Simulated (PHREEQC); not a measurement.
Leach liquor (model solution)

Make-up at 80 °C: 0.011 mol HCl, 0.0044 mol Li2SO4 and 0.0013 mol MgSO4 per kg of water. Closed to the air; pH follows from the charge balance.

Equilibrium calculation in PHREEQC: ion-association model, wateq4f.dat.

Precipitation was switched off in this run.

Task: Predict the pH.

Result: pH 2.17.

Task: In which forms is Mg present?

Result: Mg+2 69 %, MgSO4 31 % of the Mg.

Away from 25 °C the constants follow the database's enthalpies or fits; those with neither stay at their 25 °C values.
